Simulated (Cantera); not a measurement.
A closed system holds: 1 mol PbO, 13 mol CO, 1.9 mol N2, at 2300 K and 25.0 Pa.

Equilibrium computed with Cantera from the NASA thermochemical tables; the gas is ideal and each condensed phase is pure. Candidate condensed phases: C, Pb, PbO, PbO2, Pb3O4; 27 gas species. Equilibrium is a limit: real reactors are often held back by kinetics, nucleation or transport.

Base state: CO 0.761, N2 0.117, Pb 0.0617, CO2 0.0441, O 0.0134, O2 0.00182, NO 0.000563, PbO 0.000237 (mole fractions); condensed: gas only.

Question: What changes in the equilibrium state with this change: pressure from 25.0 Pa to 5.20 bar?

Answer: 
```
species    before     after
-------  --------  --------
CO          0.761     0.755
N2          0.117     0.120
CO2        0.0441    0.0625
O          0.0134   9.20e-7
Pb         0.0617    0.0624
Pb2       2.76e-9   5.87e-5
O2        0.00182   1.78e-7
NO       0.000563   5.63e-6
PbO      0.000237  0.000343
```
Gases not in the tables: (PbO)n polymers.

Question: What changes in the equilibrium state with this change: pressure from 25.0 Pa to 1.33 mbar?

Answer: 
| species | before | after |
|---|---|---|
| CO | 0.761 | 0.757 |
| N2 | 0.117 | 0.119 |
| Pb | 0.0617 | 0.0623 |
| CO2 | 0.0441 | 0.0575 |
| O | 0.0134 | 0.00329 |
| O2 | 0.00182 | 0.000586 |
| NO | 0.000563 | 0.000322 |
| PbO | 0.000237 | 0.000314 |
